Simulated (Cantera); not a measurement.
Input (Python, Cantera) and output of one run.

```python
import numpy as np
import cantera as ct

gas_names = """
    CL CL2 H HCL H2 N NH NH2 NH3 N2 N2H2 N2H4 Si SiCL SiCL2 SiCL3 SiCL4 SiH SiHCL3 SiH2 SiH2CL2 SiH3
    SiH3CL SiH4 SiN Si2 Si2N Si3
""".split()
cond_names = """
    NH4CL(a) NH4CL(b) Si(cr) Si(L) Si3N4(a)
""".split()


# ... load() reads the species with a 1 bar reference pressure and builds the phases ...
atoms = {
    'SiH4': {'Si': 1, 'H': 4},
    'HCl': {'H': 1, 'CL': 1},
    'N2': {'N': 2},
}
top_T = {'Si3N4(a)': 2400}  # K; cautious upper limits of use, not melting points


# ... equilibrate(T, P, feed) seeds the gas with the atoms and calls Mixture.equilibrate('TP', solver="vcs", rtol=1e-11, max_steps=5000) ...
results = []
feed = {'SiH4': 1, 'HCl': 2.4, 'N2': 270}  # mol
T = 1323.15  # K
P = 24000  # Pa
mix = equilibrate(T, P, feed)
results.append((T, P, feed, dict(zip(mix.species_names, mix.species_moles))))
print(gas.report(threshold=1e-05))
for i in range(1, mix.n_phases):
    print(f"{mix.phase(i).name:16s} {mix.phase_moles(i):12.5e} mol")
```

Result:

```
       temperature   1323.2 K
          pressure   24000 Pa
           density   0.060863 kg/m^3
  mean mol. weight   27.899 kg/kmol
   phase of matter   gas

                          1 kg             1 kmol
                     ---------------   ---------------
          enthalpy        1.1271e+06        3.1445e+07  J
   internal energy        7.3278e+05        2.0444e+07  J
           entropy            8949.2        2.4967e+05  J/K
    Gibbs function       -1.0714e+07       -2.9891e+08  J
 heat capacity c_p            1222.9             34117  J/K
 heat capacity c_v            924.87             25803  J/K

                      mass frac. Y      mole frac. X     chem. pot. / RT
                     ---------------   ---------------   ---------------
               HCL          0.011384         0.0087118           -39.595
                H2        0.00052996          0.007334           -24.587
                N2             0.988           0.98394           -27.078
     [  +25 minor]        8.9404e-05        1.8813e-05

Si(cr)            0.00000e+00 mol
Si3N4(a)          3.31669e-01 mol
```

Equilibrium computed with Cantera from the NASA thermochemical tables; the gas is ideal and each condensed phase is pure. N2 is the only nitrogen source here; it is nearly inert below about 1500 K, so the nitride shown seldom forms there in practice.
